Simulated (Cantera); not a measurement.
A closed system holds: 1 mol Si₂Cl₆, 82 mol N₂, equilibrated at 1600 Pa.

Method: chemical equilibrium by Gibbs-energy minimisation in Cantera with the NASA 1993 tables (ideal gas, pure condensed phases). Candidate condensed phases: Si, Si₃N₄; 13 gas species. The feed counts by its element totals alone. N₂ is the only nitrogen source here; it is nearly inert below about 1500 K, so the nitride shown seldom forms there in practice. Equilibrium is a limit: real reactors are often held back by kinetics, nucleation or transport.

Over these rows the condensed part is Si₃N₄(s). Partial pressures as log10 of bar:

```
T (K)  1000/T (1/K)  log p SiCl₂  log p N₂  log p SiCl₄
-----  ------------  -----------  --------  -----------
850          1.1765       -10.48     -1.80        -3.54
900          1.1111            ?     -1.80        -3.54
950          1.0526        -8.64     -1.80        -3.54
1000         1.0000        -7.87     -1.80        -3.54
1050         0.9524        -7.17     -1.80        -3.54
1100         0.9091        -6.53     -1.80        -3.54
```

Fit log p(SiCl₂) = a + b·(1000/T) to the five rows, give the apparent enthalpy, and predict the row at 900 K.

Means: 1000/T = 1.0181, log p = -8.138. Sxy = -0.632012, Sxx = 0.0428059, so b = -14.76 and a = -8.138 − (-14.76)×1.0181 = 6.89.
Apparent enthalpy: −19.145 × (-14.76) = 283 kJ/mol. With the condensed phases at unit activity, 1/6 Si₃N₄(s) + 1/2 SiCl₄(g) = SiCl₂(g) + 1/3 N₂(g) links this pressure to the main gases: over the six rows their terms move log p by +0.00 in all, so the slope is close to that reaction's ΔH°. The five rows lie within 0.01 of the line.
Prediction at 900 K: 6.89 + (-14.76)×1.1111 = -9.51. The computed value is -9.51, 0.00 from the line.
